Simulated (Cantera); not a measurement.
A perfectly stirred reactor is fed with 3.01 % CH₄, 0.512 % CO, 8.85 % O₂, 87.6 % N₂, at 4.93 atm; it is adiabatic with a 823 K inlet, and is followed from long to short residence time, starting on the burning branch (τ in s: 0.033, 0.013, 0.0054, 0.0022, 0.0009, 0.00036, 0.00015, 6e-05, 2.5e-05, 1e-05).

Computed with Cantera and GRI-Mech 3.0 (53 species, 325 reactions).

### Question
Predict: blow-out, bracketed by the residence times tried; x(CH₄) at τ = 33.0 ms; x(CO) at τ = 33.0 ms; x(O₂) at τ = 33.0 ms; x(N₂O) at τ = 33.0 ms; x(HCO) at τ = 33.0 ms; x(CH₄) at τ = 0.360 ms; x(CO) at τ = 0.360 ms; x(O₂) at τ = 0.360 ms.

### Answer
| Quantity | Result |
|---|---|
| blow-out, bracketed by the residence times tried | burning at 2.20 ms, out at 0.900 ms |
| x(CH₄) at τ = 33.0 ms | 2.58e-5 |
| x(CO) at τ = 33.0 ms | 0.000383 |
| x(O₂) at τ = 33.0 ms | 0.0260 |
| x(N₂O) at τ = 33.0 ms | 1.55e-6 |
| x(HCO) at τ = 33.0 ms | 1.15e-8 |
| x(CH₄) at τ = 0.360 ms | 0.0301 |
| x(CO) at τ = 0.360 ms | 0.00512 |
| x(O₂) at τ = 0.360 ms | 0.0885 |
